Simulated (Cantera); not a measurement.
Feed: 1 mol Cu₂O, 0.34 mol CH₄, 3 mol N₂, at 0.450 Torr.

Equilibrium computed with Cantera from the NASA thermochemical tables; the gas is ideal and each condensed phase is pure. Candidate condensed phases: C, C₆H₆, C₇H₈, C₈H₁₈, Cu, CuO, Cu(OH)₂, Cu₂O, H₂O; 139 gas species. Equilibrium is a limit: real reactors are often held back by kinetics, nucleation or transport. All values below are at 1998 K.

Base state: N₂ 0.493, Cu 0.329, H₂O 0.0791, CO 0.0336, H₂ 0.0259, CO₂ 0.0224, H 0.0105, OH 0.00320 (mole fractions); condensed: gas only.

What changes in the equilibrium state with this change: CH₄ from 0.34 to 1.2 mol?


```csv
species,before,after
N₂,0.493,0.349
H₂,0.0259,0.262
Cu,0.329,0.234
H₂O,0.0791,2.17e-9
CO₂,0.0224,<1e-9
CO,0.0336,0.117
H,0.0105,0.0335
HCN,<1e-9,0.00442
OH,0.00320,<1e-9
O₂,0.00125,<1e-9
O,0.000952,<1e-9
"C(graphite), mol",0,0.157
```

What changes in the equilibrium state with this change: Cu₂O replaced by Fe₃O₄?


```tsv
species	before	after
N₂	0.493	0.697
H₂O	0.0791	0.130
CO₂	0.0224	0.0462
Cu	0.329	0
Fe	0	0.0433
H₂	0.0259	0.0202
H	0.0105	0.00932
CO	0.0336	0.0329
FeO	0	0.00554
Cu₂	6.31e-5	0
Fe(OH)₂	0	5.10e-5
CuO	3.05e-5	0
O₂	0.00125	0.00558
FeO(l), mol	0	2.79
```
The tables' stoichiometric FeO is somewhat more stable than real wüstite, so its field is too wide. FeO: taken at fixed stoichiometry. Further candidate phases: Fe, Fe(CO)₅, FeO, Fe(OH)₂, Fe(OH)₃, Fe₂O₃, Fe₃O₄.
